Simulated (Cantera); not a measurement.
Cantera run, input and output.

```python
import numpy as np
import cantera as ct

gas = ct.Solution("h2o2.yaml")
gas.TPX = 600, 120000, {'H2': 1, 'O2': 0.847, 'N2': 3.19}
inlet = ct.Reservoir(gas, clone=True)
gas.equilibrate("HP")  # start burning
reactor = ct.IdealGasConstPressureReactor(gas, energy="on", clone=False)
exhaust = ct.Reservoir(gas, clone=True)
tau = [0.11, 0.047, 0.019, 0.008, 0.0033, 0.0014, 0.00056, 0.00023, 9.5e-05, 3.9e-05, 1.6e-05, 6.6e-06][0]
for a, b in ((inlet, reactor), (reactor, exhaust)):
    ct.MassFlowController(a, b, mdot=lambda t: reactor.mass / tau)
net = ct.ReactorNet([reactor])
show = ['H2', 'O2', 'OH', 'H2O2', 'O', 'HO2']

rows = []
print(f"{'tau/s':>10s}{'T/K':>9s}" + "".join(f"{s:>11s}" for s in show))
for tau in [0.11, 0.047, 0.019, 0.008, 0.0033, 0.0014, 0.00056, 0.00023, 9.5e-05, 3.9e-05, 1.6e-05, 6.6e-06]:
    net.initial_time = 0.0
    net.advance(30 * tau)
    before = gas.X
    net.advance(40 * tau)
    drift = np.max(np.abs(gas.X - before) / (gas.X + 1e-9))
    rows.append([gas.T, *gas[show].X, drift])
    print(f"{tau:10.3e}{gas.T:9.1f}" + "".join(f"{x:11.3e}" for x in gas[show].X))
```

It prints:

```
     tau/s      T/K         H2         O2         OH       H2O2          O        HO2
 1.100e-01   2060.0  4.292e-04  7.561e-02  3.349e-03  1.542e-07  3.342e-04  2.731e-06
 4.700e-02   2056.9  5.491e-04  7.552e-02  3.722e-03  1.617e-07  4.172e-04  2.920e-06
 1.900e-02   2050.4  8.209e-04  7.536e-02  4.457e-03  1.816e-07  6.102e-04  3.424e-06
 8.000e-03   2038.8  1.332e-03  7.513e-02  5.559e-03  2.206e-07  9.802e-04  4.514e-06
 3.300e-03   2018.5  2.276e-03  7.486e-02  7.070e-03  2.887e-07  1.674e-03  6.721e-06
 1.400e-03   1986.5  3.811e-03  7.465e-02  8.784e-03  3.903e-07  2.813e-03  1.050e-05
 5.600e-04   1931.8  6.378e-03  7.470e-02  1.059e-02  5.606e-07  4.729e-03  1.705e-05
 2.300e-04   1851.3  9.945e-03  7.532e-02  1.180e-02  8.547e-07  7.339e-03  2.640e-05
 9.500e-05   1740.0  1.464e-02  7.705e-02  1.190e-02  1.469e-06  1.032e-02  3.861e-05
 3.900e-05   1596.3  2.170e-02  8.112e-02  1.059e-02  2.953e-06  1.258e-02  5.455e-05
 1.600e-05   1408.2  4.056e-02  9.277e-02  7.689e-03  6.645e-06  1.122e-02  8.107e-05
 6.600e-06    600.0  1.985e-01  1.682e-01 -1.981e-21 -3.190e-18 -6.354e-20 -9.402e-17
```

Computed with Cantera and the H2/O2 subset of GRI-Mech 3.0, which has no nitrogen chemistry.
